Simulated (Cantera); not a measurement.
An adiabatic, constant-pressure homogeneous reactor starts with CH4 : O2 : N2 : CO2 = 1 : 2.9 : 11 : 0.48 (molar parts), equivalence ratio 0.69, at 1075 K and 27.6 atm. Integrator tolerance rtol = 1e-08.

Detailed kinetics in Cantera: GRI-Mech 3.0 (53 species, 325 reactions). The pressure lies above the range GRI-Mech 3.0 was tuned for (to about 10 atm).

Problem. What does this change do: constant volume in place of constant pressure?

Solution. 
```csv
quantity,before,after
time of steepest temperature rise,7.90 ms,7.61 ms
temperature at 3.00 s,2353 K,2624 K
equilibrium temperature,2353 K,2624 K
x(CH4) at 3.00 s,<1e-12 (gas-phase equilibrium <1e-12),<1e-12 (gas-phase equilibrium <1e-12)
x(O2) at 3.00 s,0.0540 (gas-phase equilibrium 0.0540),0.0518 (gas-phase equilibrium 0.0518)
x(CO2) at 3.00 s,0.0948 (gas-phase equilibrium 0.0948),0.0925 (gas-phase equilibrium 0.0925)
x(H2O) at 3.00 s,0.128 (gas-phase equilibrium 0.128),0.126 (gas-phase equilibrium 0.126)
x(NO) at 3.00 s,0.00844 (gas-phase equilibrium 0.00844),0.0133 (gas-phase equilibrium 0.0133)
x(C2H4) at 3.00 s,<1e-12 (gas-phase equilibrium <1e-12),<1e-12 (gas-phase equilibrium <1e-12)
x(HCN) at 3.00 s,2.42e-12 (gas-phase equilibrium 2.42e-12),6.06e-11 (gas-phase equilibrium 6.06e-11)
```

Problem. What does this change do: pressure from 27.6 atm to 3.85 atm?

Solution. 
```tsv
quantity	before	after
time of steepest temperature rise	7.90 ms	64.5 ms
temperature at 3.00 s	2353 K	2331 K
equilibrium temperature	2353 K	2331 K
x(CH4) at 3.00 s	<1e-12 (gas-phase equilibrium <1e-12)	<1e-12 (gas-phase equilibrium <1e-12)
x(O2) at 3.00 s	0.0540 (gas-phase equilibrium 0.0540)	0.0545 (gas-phase equilibrium 0.0545)
x(CO2) at 3.00 s	0.0948 (gas-phase equilibrium 0.0948)	0.0930 (gas-phase equilibrium 0.0930)
x(H2O) at 3.00 s	0.128 (gas-phase equilibrium 0.128)	0.126 (gas-phase equilibrium 0.126)
x(NO) at 3.00 s	0.00844 (gas-phase equilibrium 0.00844)	0.00810 (gas-phase equilibrium 0.00810)
x(C2H4) at 3.00 s	<1e-12 (gas-phase equilibrium <1e-12)	<1e-12 (gas-phase equilibrium <1e-12)
x(HCN) at 3.00 s	2.42e-12 (gas-phase equilibrium 2.42e-12)	2.78e-12 (gas-phase equilibrium 2.78e-12)
```
